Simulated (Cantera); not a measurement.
Carbon deposition, reforming and gasification: C3H6 + O2 + N2

A closed system holds: 1 mol C3H6, 0.068 mol O2, 5.6 mol N2, equilibrated at 2123 K and 1 atm.

Equilibrium computed with Cantera from the NASA thermochemical tables; the gas is ideal and each condensed phase is pure. Candidate condensed phases: C, C6H6, C7H8, C8H18, H2O; 136 gas species. Kinetics and transport are ignored.

- x(N2): 0.635
- x(H2): 0.336
- x(CO): 0.0156
- x(HCN): 0.0107
- x(H): 0.00206
- x(HNC): 0.000753
- x(C2H2 (acetylene)): 0.000556
- x(CH4): 3.57e-5
- x(CH3): 4.26e-6
- n(C(graphite)): 2.75 mol
- gas amount: 8.745 mol
